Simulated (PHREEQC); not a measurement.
**Buffer: an equilibrium model**

Dissolve 0.041 mol NaHCO3 and 0.00024 mol Na2SO4 per kg of water at 40 °C. Closed to the air; pH follows from the charge balance.

Model: ion-association model, wateq4f.dat, run in PHREEQC.

Each row changes one thing in this solution. Precipitation was switched off in this run.

```json
[
 {"case": "as made", "pH": "7.98", "ionic strength (mol/kgw)": "0.0412", "NaSO4- (mol/kgw)": "2.30e-5", "SI of Mirabilite (Na2SO4:10H2O)": "-6.49"},
 {"case": "NaHCO3 replaced by Na2SeO3 at the same molality", "pH": "10.09", "ionic strength (mol/kgw)": "0.123", "NaSO4- (mol/kgw)": "3.17e-5", "SI of Mirabilite (Na2SO4:10H2O)": "-6.11"},
 {"case": "NaHCO3 from 0.041 to 0.0205 mol/kgw", "pH": "8.05", "ionic strength (mol/kgw)": "0.0211", "NaSO4- (mol/kgw)": "1.45e-5", "SI of Mirabilite (Na2SO4:10H2O)": "-6.94"},
 {"case": "temperature from 40 to 60 °C", "pH": "7.83", "ionic strength (mol/kgw)": "0.0408", "NaSO4- (mol/kgw)": "2.46e-5", "SI of Mirabilite (Na2SO4:10H2O)": "-7.31"},
 {"case": "0.0021 mol/kgw LiOH added", "pH": "8.52", "ionic strength (mol/kgw)": "0.0435", "NaSO4- (mol/kgw)": "2.22e-5", "SI of Mirabilite (Na2SO4:10H2O)": "-6.51"}
]
```

At this temperature some constants are extrapolated from 25 °C, and those without enthalpy data are left unchanged.
